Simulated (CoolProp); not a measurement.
A simple Rankine cycle with dimethyl ether: condensing at 320.15 K, boiler at 3.21 MPa, turbine inlet 521.8 K, turbine efficiency 0.8, pump efficiency 0.6, no recuperator. Each further row changes one setting.

Model: reference Helmholtz-energy equation of state, Wu 2011, in CoolProp.

| case | thermal efficiency (%) | net work (kJ/kg) | heat in (kJ/kg) | turbine exit temperature (K) | volume ratio over the turbine |
|---|---|---|---|---|---|
| as stated | 9.4 | 68.0 | 726 | 476.4 | 2.91 |
| condensing temperature 312.15 K | 10.8 | 80.6 | 746 | 468.7 | 3.53 |
| boiler pressure 2.25 MPa | 6.6 | 48.6 | 738 | 491.7 | 2.05 |
| turbine efficiency 0.7 | 8.1 | 58.7 | 726 | 480.9 | 2.94 |
